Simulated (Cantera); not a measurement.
Charge: 1 mol B2O3, 0.49 mol H2O, a varied amount of N2, equilibrated at 925 K and 0.290 bar.

Cantera equilibrium calculation (NASA polynomials, part measured and part estimated; ideal gas, pure solids and liquids). Candidate condensed phases: B, BN, B2O3, B3O3H3, H2O; 39 gas species. Gases not in the tables: H3BO3. Rates play no part.

At 17 mol N2, list the 3 most abundant gas species with their mole fractions, and the condensed phases.

N2 0.972, H2O 0.0279, (HBO2)3 0.000104. Condensed: B2O3(l).
